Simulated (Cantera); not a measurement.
Input (Python, Cantera) and output of one run.

```python
import numpy as np
import cantera as ct

gas_names = """
    H2 OH
""".split()
cond_names = """
    SrO(s) SrO(L) Sr(a) Sr(b) Sr(L)
""".split()


# ... load() reads the species with a 1 bar reference pressure and builds the phases ...
species = {s.name: s for s in load("nasa_gas.yaml", gas_names) + load("nasa_condensed.yaml", cond_names)}
# Each term lists the table entries of one substance; the one whose range holds T is used.
reactions = {
    '2 SrO + H2(g) = 2 OH(g) + 2 Sr':
        [(-2, ['SrO(s)', 'SrO(L)']), (-1, ['H2']), (2, ['OH']), (2, ['Sr(a)', 'Sr(b)', 'Sr(L)'])],
}


def pick(names, T):
    return next(species[n] for n in names if species[n].thermo.min_temp <= T <= species[n].thermo.max_temp)


results = []
for label, terms in reactions.items():
    print(label)
    print("     T/K   dH/kJ  dS/(J/K)   dG/kJ   log10 K")
    for T in [773, 798, 823, 848, 873, 898, 923, 948, 973, 998]:
        used = [(nu, pick(names, T)) for nu, names in terms]
        dH = sum(nu * s.thermo.h(T) for nu, s in used) / 1e6
        dS = sum(nu * s.thermo.s(T) for nu, s in used) / 1e3
        dG = dH - T * dS / 1e3
        logK = -dG * 1e6 / (ct.gas_constant * T * np.log(10))
        results.append((label, T, dH, dS, dG, logK, [s.name for _, s in used]))
        print(f"{T:8g} {dH:8.1f} {dS:8.1f} {dG:8.1f} {logK:8.2f}")
```

Result:

```
2 SrO + H2(g) = 2 OH(g) + 2 Sr
     T/K   dH/kJ  dS/(J/K)   dG/kJ   log10 K
     773   1256.3    223.4   1083.6   -73.22
     798   1255.8    222.9   1078.0   -70.56
     823   1257.1    224.4   1072.4   -68.06
     848   1256.6    223.8   1066.8   -65.71
     873   1256.1    223.3   1061.2   -63.49
     898   1255.7    222.7   1055.6   -61.40
     923   1255.2    222.2   1050.1   -59.43
     948   1254.7    221.7   1044.5   -57.55
     973   1254.2    221.1   1039.0   -55.78
     998   1253.7    220.6   1033.5   -54.09
```

Standard-state values (1 bar) from the NASA 1993 polynomials, evaluated with Cantera. Condensed species are held in their standard states even where they would react or evaporate.
